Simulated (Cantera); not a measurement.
# NO annealing gas

An isothermal, constant-pressure homogeneous reactor starts with 43.5 % NO, 56.5 % N₂, at 1775 K and 750 Torr.

Model: GRI-Mech 3.0 (53 species, 325 reactions), integrated in Cantera.

| t (s) | x NO | x N₂O | x O | x N₂ | x NO₂ | x O₂ |
|---|---|---|---|---|---|---|
| 0.000700 | 0.435 | 2.10e-5 | 1.72e-6 | 0.565 | 2.54e-5 | 4.78e-7 |
| 0.00170 | 0.435 | 4.17e-5 | 3.35e-6 | 0.565 | 6.59e-5 | 4.46e-6 |
| 0.00414 | 0.434 | 6.62e-5 | 5.95e-6 | 0.565 | 0.000136 | 4.29e-5 |
| 0.0101 | 0.434 | 7.75e-5 | 7.23e-6 | 0.566 | 0.000171 | 0.000232 |
| 0.0245 | 0.433 | 7.79e-5 | 7.61e-6 | 0.566 | 0.000181 | 0.000745 |
| 0.0596 | 0.430 | 7.69e-5 | 8.34e-6 | 0.567 | 0.000199 | 0.00199 |
| 0.145 | 0.424 | 7.46e-5 | 9.87e-6 | 0.570 | 0.000235 | 0.00498 |
| 0.352 | 0.410 | 6.94e-5 | 1.27e-5 | 0.577 | 0.000298 | 0.0120 |
| 0.857 | 0.379 | 5.88e-5 | 1.75e-5 | 0.593 | 0.000384 | 0.0276 |
| 2.09 | 0.317 | 4.08e-5 | 2.42e-5 | 0.624 | 0.000451 | 0.0584 |
| 5.07 | 0.221 | 1.97e-5 | 3.19e-5 | 0.672 | 0.000419 | 0.106 |
| 12.3 | 0.118 | 5.64e-6 | 3.86e-5 | 0.724 | 0.000270 | 0.158 |
| 30.0 | 0.0450 | 9.96e-7 | 4.26e-5 | 0.760 | 0.000114 | 0.195 |
x: mole fraction; the columns are a selection and need not sum to one.

Equilibrium at this temperature and pressure: NO 0.00386, N₂O 2.22e-7, O 4.47e-5, N₂ 0.781, NO₂ 1.03e-5, O₂ 0.215 (gas phase only).
